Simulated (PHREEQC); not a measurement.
Consider water at 20 °C with 0.0078 mol/kgw HCl, 0.096 mol/kgw Al2(SO4)3 and 0.18 mol/kgw Na2SO4. Closed to the air; pH follows from the charge balance.

Computed with PHREEQC (ion-association model, wateq4f.dat).

This is a speciation only: nothing precipitates in the calculation.

Question: Estimate the pH, ionic strength, activity of water.

Answer: pH 2.82; ionic strength 0.618 mol/kgw; activity of water 0.988.

Question: In which forms is Na present?

Answer: Na+ 87 %, NaSO4- 13 % of the Na.
